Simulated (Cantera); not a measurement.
**Gas-phase reforming**

A perfectly stirred reactor is fed with 45.5 % CH4, 45.5 % CO2, 9.09 % H2, at 0.240 bar; it is held at 2223 K, and followed from long to short residence time.

Computed with Cantera and GRI-Mech 3.0 (53 species, 325 reactions).

| τ (s) | x CH4 | x CO2 | x H2 | x CH2 | x HCO |
|---|---|---|---|---|---|
| 0.55 | 0.00106 | 0.00214 | 0.504 | 7.99e-6 | 2.47e-7 |
| 0.22 | 0.00180 | 0.00360 | 0.497 | 1.21e-5 | 2.73e-7 |
| 0.088 | 0.00307 | 0.00618 | 0.483 | 1.79e-5 | 3.45e-7 |
| 0.035 | 0.00527 | 0.0108 | 0.462 | 2.61e-5 | 5.20e-7 |
| 0.014 | 0.00898 | 0.0193 | 0.430 | 3.71e-5 | 8.94e-7 |
| 0.0055 | 0.0154 | 0.0355 | 0.388 | 5.15e-5 | 1.62e-6 |
| 0.0022 | 0.0270 | 0.0663 | 0.348 | 6.71e-5 | 2.83e-6 |
| 0.00088 | 0.0497 | 0.123 | 0.325 | 7.95e-5 | 4.77e-6 |
| 0.00035 | 0.0933 | 0.209 | 0.319 | 8.55e-5 | 7.91e-6 |
| 0.00014 | 0.165 | 0.301 | 0.296 | 8.65e-5 | 1.19e-5 |
x: mole fraction; the columns are a selection and need not sum to one.
